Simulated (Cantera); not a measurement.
A closed system holds: 1 mol Fe2O3, 0.059 mol SO3, 0.43 mol CO2, 0.53 mol H2S, equilibrated at 525 °C and 0.133 bar.

Equilibrium computed with Cantera from the NASA thermochemical tables; the gas is ideal and each condensed phase is pure. Candidate condensed phases: C, C6H6, C7H8, C8H18, Fe, Fe(CO)5, FeO, Fe(OH)2, Fe(OH)3, FeS, FeSO4, FeS2, Fe2O3, Fe2(SO4)3, Fe3O4, H2O, H2SO4, S; 127 gas species. Gases not in the tables: S3 to S7. Rates play no part.

Base state: H2O 0.476, CO2 0.390, SO2 0.127, H2S 0.00485, S2 0.00140, H2 0.000171, S2O 0.000102, CO 3.28e-5 (mole fractions); condensed: FeS2(s) + Fe3O4(s).

Problem. What changes in the equilibrium state with this change: temperature from 525 °C to 752 °C?

Solution. 
```
species          before     after
-------------  --------  --------
H2O               0.476     0.435
CO2               0.390     0.359
SO2               0.127     0.184
S2              0.00140    0.0106
SO              1.85e-7   2.15e-5
CO              3.28e-5   0.00126
H2             0.000171   0.00197
COS             3.05e-5  0.000156
S2O            0.000102  0.000494
FeS2(s), mol      0.220         0
Fe3O4(s), mol     0.593     0.555
FeS(s), mol           0     0.334
```
Mutual solubility and eutectic melting of coexisting phases are not modelled. FeS: taken at fixed stoichiometry.
